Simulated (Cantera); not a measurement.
Feed: 1 mol BCl3, 5.7 mol H2O, 6.6 mol N2, at 0.100 bar.

These are equilibrium values from Cantera (NASA tables, ideal gas, pure condensed phases), not measurements of a reactor. Candidate condensed phases: B, BN, B2O3, B3O3H3, H2O, NH4Cl; 49 gas species. The tables' values for BOCl are old estimates; treat these amounts as uncertain. Gases not in the tables: H3BO3. Rates play no part.

x: gas mole fraction; n: condensed amount in mol.

```csv
T (K),x N2,x H2O,x HCl,x HBO2,x H2,x Cl,x OH,x H,n B2O3(l)
948,0.479,0.302,0.218,1.44e-5,7.44e-7,3.99e-7,8.40e-10,1.43e-12,0.460
1098,0.478,0.303,0.217,0.000293,5.40e-6,6.56e-6,4.49e-8,1.82e-10,0.479
1248,0.478,0.302,0.217,0.00278,3.15e-5,4.89e-5,8.12e-7,8.28e-9,0.470
1398,0.475,0.294,0.215,0.0157,0.000142,0.000223,7.28e-6,1.78e-7,0.384
1548,0.464,0.265,0.210,(withheld),(withheld),(withheld),(withheld),(withheld),(withheld)
1698,0.461,0.259,0.207,0.0676,0.00141,0.00197,0.000162,1.72e-5,0
1848,0.460,0.258,0.205,0.0666,0.00347,0.00443,0.000540,9.87e-5,0
1998,0.458,0.255,0.199,0.0652,0.00746,0.00872,0.00149,0.000438,0
2148,0.455,0.249,0.191,0.0633,(withheld),(withheld),(withheld),(withheld),0
2298,0.449,0.238,0.179,0.0603,0.0249,0.0248,0.00734,0.00478,0
2448,0.440,0.219,0.163,0.0559,0.0393,0.0368,0.0136,0.0125,0
```

Q: Complete the blanks.

A: 
- 2148, x H2: 0.0143
- 2148, x Cl: 0.0154
- 2148, x OH: 0.00353
- 2148, x H: 0.00158
- 1548, x HBO2: 0.0595
- 1548, x H2: 0.000490
- 1548, x Cl: 0.000738
- 1548, x OH: 3.89e-5
- 1548, x H: 2.15e-6
- 1548, n B2O3(l): 0.0641
